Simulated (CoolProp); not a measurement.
A single-stage vapour-compression cycle with n-pentane: evaporating at 302.15 K (dew point), condensing at 353.15 K (bubble point), superheat 5 K, subcooling 8 K, compressor efficiency 0.7, no pressure losses. Each further row changes one setting.

Computed with CoolProp (reference Helmholtz-energy equation of state, Thol 2019).

| case | cooling COP | pressure ratio | discharge temperature (K) | refrigerating effect (kJ/kg) | volumetric capacity (kJ/m³) |
|---|---|---|---|---|---|
| as stated | 3.50 | 4.65 | 355.2 | 267 | 618 |
| evaporating temperature 307.15 K | 4.04 | 3.90 | 355.0 | 275 | 750 |
| condensing temperature 348.15 K | 4.00 | 4.09 | 351.0 | 279 | 647 |
| subcooling 13 K | 3.67 | 4.65 | 355.2 | 279 | 647 |
| superheat 15 K | 3.58 | 4.65 | 365.3 | 284 | 635 |
| compressor efficiency 0.6 | 3.00 | 4.65 | 361.4 | 267 | 618 |
